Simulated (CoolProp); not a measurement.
The numbers come from the reference Helmholtz-energy equation of state, Lemmon 2013 in CoolProp.

For propylene, give the phase and the density (kg/m³), isothermal compressibility (1/MPa), expansivity (1/kK), viscosity (µPa s) at 123.4 K and 4.12 MPa; 144.7 K and 4.12 MPa; 170.3 K and 4.12 MPa.


- 123.4 K and 4.12 MPa: liquid; density 729, isothermal compressibility 0.000595, expansivity 1.52, viscosity 1370
- 144.7 K and 4.12 MPa: liquid; density 706, isothermal compressibility 0.000723, expansivity 1.56, viscosity 718
- 170.3 K and 4.12 MPa: liquid; density 677, isothermal compressibility 0.000930, expansivity 1.63, viscosity 427

Viscosity comes from a separate model (Huber 2003), an estimate that may be off by 10 % or more.
